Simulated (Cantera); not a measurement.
What does this Cantera script print?

```python
import numpy as np
import cantera as ct

gas_names = [...]  # 110 gases of nasa_gas.yaml made of C, F, H
cond_names = """
    C(gr) C6H6(L) C7H8(L) C8H18(L),n-octa
""".split()


# ... load() reads the species with a 1 bar reference pressure and builds the phases ...
atoms = {
    'C2F6': {'C': 2, 'F': 6},
    'F2': {'F': 2},
    'H2': {'H': 2},
}
top_T = {'C(gr)': 4500}  # K; cautious upper limits of use, not melting points


# ... equilibrate(T, P, feed) seeds the gas with the atoms and calls Mixture.equilibrate('TP', solver="vcs", rtol=1e-11, max_steps=5000) ...
results = []
feed = {'C2F6': 1, 'F2': 0.82, 'H2': 1.2}  # mol
P = 100000  # Pa
for T in [3000, 3250, 3500, 3750, 4000, 4250, 4500, 4750, 5000]:
    mix = equilibrate(T, P, feed)
    results.append((T, P, feed, dict(zip(mix.species_names, mix.species_moles))))
    x = sorted(zip(gas.X, gas.species_names), reverse=True)
    print(f"T = {T:g} K  P = {P:g} Pa  gas = {mix.phase_moles(0):.4g} mol")
    print("   x: " + "  ".join(f"{s} {v:.3e}" for v, s in x if v > 0.001))
    print("   condensed (mol): " + ("  ".join(f"{mix.phase(i).name} {mix.phase_moles(i):.4g}"
          for i in range(1, mix.n_phases) if mix.phase_moles(i) > 1e-12) or "none"))
```

It prints:

```
T = 3000 K  P = 100000 Pa  gas = 5.617 mol
   x: HF 4.269e-01  CF2 3.001e-01  F 2.228e-01  CF 2.577e-02  CF4 1.347e-02  CF3 1.000e-02
   condensed (mol): C(gr) 0.02902
T = 3250 K  P = 100000 Pa  gas = 6.269 mol
   x: HF 3.816e-01  F 3.323e-01  CF2 2.134e-01  CF 6.185e-02  C3 3.622e-03  CF3 3.454e-03  CF4 1.322e-03  H 1.114e-03
   condensed (mol): C(gr) 0.1599
T = 3500 K  P = 100000 Pa  gas = 7.048 mol
   x: F 4.211e-01  HF 3.364e-01  CF2 1.109e-01  CF 1.013e-01  C3 1.891e-02  H 3.754e-03  C 2.569e-03  C2 2.449e-03
   condensed (mol): none
T = 3750 K  P = 100000 Pa  gas = 7.742 mol
   x: F 4.994e-01  HF 2.981e-01  CF 1.058e-01  CF2 4.134e-02  C3 2.791e-02  H 1.105e-02  C 8.149e-03  C2 6.059e-03
   condensed (mol): none
T = 4000 K  P = 100000 Pa  gas = 8.283 mol
   x: F 5.429e-01  HF 2.588e-01  CF 9.289e-02  H 2.933e-02  C3 2.897e-02  C 2.024e-02  CF2 1.380e-02  C2 1.094e-02
   condensed (mol): none
T = 4250 K  P = 100000 Pa  gas = 8.896 mol
   x: F 5.716e-01  HF 2.037e-01  CF 7.419e-02  H 6.343e-02  C 4.144e-02  C3 2.311e-02  C2 1.551e-02  CF2 4.596e-03  C2H 1.056e-03
   condensed (mol): none
T = 4500 K  P = 100000 Pa  gas = 9.67 mol
   x: F 5.940e-01  HF 1.384e-01  H 1.067e-01  C 7.102e-02  CF 5.455e-02  C2 1.736e-02  C3 1.407e-02  CF2 1.542e-03
   condensed (mol): none
T = 4750 K  P = 100000 Pa  gas = 10.46 mol
   x: F 6.100e-01  H 1.444e-01  C 1.026e-01  HF 8.237e-02  CF 3.663e-02  C2 1.528e-02  C3 6.410e-03
   condensed (mol): none
T = 5000 K  P = 100000 Pa  gas = 11.09 mol
   x: F 6.201e-01  H 1.689e-01  C 1.280e-01  HF 4.565e-02  CF 2.271e-02  C2 1.092e-02  C3 2.271e-03
   condensed (mol): none
```

Equilibrium computed with Cantera from the NASA thermochemical tables; the gas is ideal and each condensed phase is pure. The feed counts by its element totals alone. The tables' values for C2F4 are old estimates; treat these amounts as uncertain. Gases not in the tables: C2F6 and larger saturated fluorocarbons.
